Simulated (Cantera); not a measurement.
A freely propagating, adiabatic, planar premixed flame of 7.24 % CH4, 0.246 % C2H6, 19.4 % O2, 73.1 % N2, equivalence ratio 0.79, unburnt at 698 K and 0.470 bar; mixture-averaged transport, grid criteria slope 0.08 and curve 0.16, no radiation.

Computed with Cantera and GRI-Mech 3.0 (53 species, 325 reactions). Burning velocities carry a grid error of a few per cent, more on coarse grids.

Question: Predict: laminar burning velocity; thermal thickness; peak x(H2O2); peak x(H).

Answer: 
| Quantity | Result |
|---|---|
| laminar burning velocity | 182 cm/s |
| thermal thickness | 0.636 mm |
| peak x(H2O2) | 7.00e-6 |
| peak x(H) | 0.00873 |
